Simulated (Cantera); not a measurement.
Charge: 1 mol (CH3)2SiCl2, 0.55 mol CH4, 1800 mol H2, at 1000 Pa.

These are equilibrium values from Cantera (NASA tables, ideal gas, pure condensed phases), not measurements of a reactor. Candidate condensed phases: C, C6H6, C7H8, C8H18, Si, SiC; 109 gas species. The feed counts by its element totals alone. Rates play no part.

x: gas mole fraction; n: condensed amount in mol.

| T (K) | x H2 | x H | x HCl | x C2H2 (acetylene) | x Si | n C(graphite) | n SiC(s) |
|---|---|---|---|---|---|---|---|
| 1375 | 0.999 | 3.42e-5 | 0.00111 | (withheld) | 1.76e-10 | 1.45 | 1.000 |
| 1475 | 0.999 | 0.000130 | 0.00111 | (withheld) | 3.79e-9 | 1.47 | 1.000 |
| 1575 | 0.998 | 0.000415 | 0.00111 | (withheld) | 5.53e-8 | 1.44 | 1.000 |
| 1675 | 0.998 | 0.00116 | 0.00111 | (withheld) | 5.83e-7 | 1.32 | 0.998 |
| 1775 | 0.996 | 0.00289 | 0.00110 | (withheld) | 4.71e-6 | 1.03 | 0.989 |
| 1875 | 0.992 | 0.00653 | 0.00110 | (withheld) | 3.03e-5 | 0.462 | 0.934 |
| 1975 | 0.985 | 0.0136 | 0.00109 | (withheld) | 0.000179 | 0 | 0.615 |
| 2075 | 0.971 | 0.0263 | 0.00107 | 0.000674 | 0.000478 | 0 | 0 |
| 2175 | 0.950 | 0.0476 | 0.00104 | 0.000671 | 0.000494 | 0 | 0 |
| 2275 | 0.916 | 0.0813 | 0.000998 | 0.000660 | 0.000496 | 0 | 0 |

**Question.** Complete the blanks.

**Answer.** 
- 1375, x C2H2 (acetylene): 1.78e-6
- 1475, x C2H2 (acetylene): 6.66e-6
- 1575, x C2H2 (acetylene): 2.11e-5
- 1675, x C2H2 (acetylene): 5.79e-5
- 1775, x C2H2 (acetylene): 0.000142
- 1875, x C2H2 (acetylene): 0.000314
- 1975, x C2H2 (acetylene): 0.000522
